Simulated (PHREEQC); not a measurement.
Model water analysis in mg/kgw, 25 °C, pH 1.88, pe 10.3:

```
constituent  mg/kgw
-----------  ------
Na             2450
K             0.667
Ca              100
Mg             8.04
Cl              781
S(6) as SO4    7160
Fe(3)           866
Zn             4.62
```

Valence states are taken as typed.

Model: ion-association model, phreeqc.dat, run in PHREEQC.

Each row changes one thing in this solution. This is a speciation only: nothing precipitates in the calculation.

```
case                                             ionic strength (mol/kgw)  Na+ (mol/kgw)  SO4-2 (mol/kgw)  HSO4- (mol/kgw)  FeSO4+ (mol/kgw)  NaSO4- (mol/kgw)  SI of Gypsum (CaSO4:2H2O)  SI of Jarosite-K (KFe3(SO4)2(OH)6)
-----------------------------------------------  ------------------------  -------------  ---------------  ---------------  ----------------  ----------------  -------------------------  ----------------------------------
as made                                                             0.162          0.101           0.0331           0.0177            0.0113           0.00529                      -0.70                               -0.81
all concentrations times 3 at the same typed pH                     0.451              ?           0.0956           0.0359            0.0297            0.0306                      -0.12                               +0.43
Fe(3) from 866 to 433 mg/kgw                                        0.168          0.101           0.0382           0.0202           0.00554           0.00600                      -0.67                               -1.80
Fe(3) from 866 to 1730 mg/kgw                                           ?          0.103           0.0239           0.0129            0.0231           0.00394                      -0.78                               +0.28
```

Q: What belongs in the gaps?

A: 
- all concentrations times 3 at the same typed pH, Na+ (mol/kgw): 0.289
- Fe(3) from 866 to 1730 mg/kgw, ionic strength (mol/kgw): 0.156

Complexes and solids missing from the database can't appear. Some of these states are supersaturated (in Hematite (slow to form), Goethite (slow to form), Jarosite-K, for instance).
